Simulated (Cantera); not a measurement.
An adiabatic, constant-volume homogeneous reactor starts with H2 : O2 : N2 = 1 : 0.694 : 2.61 (molar parts), equivalence ratio 0.72, at 1500 K and 2.40 bar. Integrator tolerance rtol = 1e-08.

Cantera simulation using the H2/O2 subset of GRI-Mech 3.0, which has no nitrogen chemistry; the numbers are that mechanism's predictions, not measurements. The hydrogen kinetics of GRI-Mech 3.0 are dated; newer H2 mechanisms differ, most at raised pressure.

Question: What does this change do: pressure from 2.40 bar to 4.70 bar?

Answer: 
| quantity | before | after |
|---|---|---|
| time of steepest temperature rise | 5.57 µs | 2.89 µs |
| temperature at 1.00 s | 2972 K | 3029 K |
| equilibrium temperature | 2972 K | 3029 K |
| x(H2) at 1.00 s | 0.0193 (gas-phase equilibrium 0.0193) | 0.0170 (gas-phase equilibrium 0.0170) |
| x(O2) at 1.00 s | 0.0474 (gas-phase equilibrium 0.0474) | 0.0470 (gas-phase equilibrium 0.0470) |
| x(O) at 1.00 s | 0.0108 (gas-phase equilibrium 0.0108) | 0.00927 (gas-phase equilibrium 0.00927) |
| x(H) at 1.00 s | 0.00972 (gas-phase equilibrium 0.00972) | 0.00771 (gas-phase equilibrium 0.00771) |
| x(HO2) at 1.00 s | 2.77e-5 (gas-phase equilibrium 2.77e-5) | 3.67e-5 (gas-phase equilibrium 3.67e-5) |
| x(H2O) at 1.00 s | 0.213 (gas-phase equilibrium 0.213) | 0.218 (gas-phase equilibrium 0.218) |
Above 3000 K some thermodynamic fits are extrapolated.

Question: What does this change do: initial temperature 1500 to 1750 K?

Answer: 
| quantity | before | after |
|---|---|---|
| time of steepest temperature rise | 5.57 µs | 2.84 µs |
| temperature at 1.00 s | 2972 K | 3044 K |
| equilibrium temperature | 2972 K | 3044 K |
| x(H2) at 1.00 s | 0.0193 (gas-phase equilibrium 0.0193) | 0.0245 (gas-phase equilibrium 0.0245) |
| x(O2) at 1.00 s | 0.0474 (gas-phase equilibrium 0.0474) | 0.0473 (gas-phase equilibrium 0.0473) |
| x(O) at 1.00 s | 0.0108 (gas-phase equilibrium 0.0108) | 0.0147 (gas-phase equilibrium 0.0147) |
| x(H) at 1.00 s | 0.00972 (gas-phase equilibrium 0.00972) | 0.0145 (gas-phase equilibrium 0.0145) |
| x(HO2) at 1.00 s | 2.77e-5 (gas-phase equilibrium 2.77e-5) | 2.97e-5 (gas-phase equilibrium 2.97e-5) |
| x(H2O) at 1.00 s | 0.213 (gas-phase equilibrium 0.213) | 0.200 (gas-phase equilibrium 0.200) |
Above 3000 K some thermodynamic fits are extrapolated.
